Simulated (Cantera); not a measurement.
## Stirred combustor or abatement burner

A perfectly stirred reactor is fed with CH4 : CO : O2 : N2 = 1 : 0.065 : 4.07 : 15.3 (molar parts), equivalence ratio 0.50, at 10.0 bar; it is adiabatic with a 625 K inlet, and is followed from long to short residence time, starting on the burning branch (τ in s: 0.077, 0.031, 0.013, 0.0051, 0.0021, 0.00085, 0.00034, 0.00014, 5.7e-05, 2.3e-05, 9.3e-06).

Model: GRI-Mech 3.0 (53 species, 325 reactions), integrated in Cantera.

```tsv
τ (s)	T (K)	x CH4	x CO	x O2	x CH2CO	x O
0.077	1747	6.10e-6	8.21e-5	0.0998	1.43e-9	1.14e-5
0.031	1746	1.27e-5	0.000168	0.0999	5.78e-9	1.58e-5
0.013	1744	2.44e-5	0.000330	0.1000	1.94e-8	2.35e-5
0.0051	1740	4.87e-5	0.000674	0.100	6.51e-8	3.80e-5
0.0021	1733	9.48e-5	0.00134	0.101	1.97e-7	6.06e-5
0.00085	1718	0.000197	0.00279	0.101	6.41e-7	9.45e-5
0.00034	1677	0.000535	0.00693	0.104	3.32e-6	0.000123
0.00014	625	0.0489	0.00318	0.199	<1e-12	<1e-12
5.7e-5	625	0.0489	0.00318	0.199	<1e-12	<1e-12
2.3e-5	625	0.0489	0.00318	0.199	<1e-12	<1e-12
9.3e-6	625	0.0489	0.00318	0.199	<1e-12	<1e-12
```
x: mole fraction; the columns are a selection and need not sum to one.
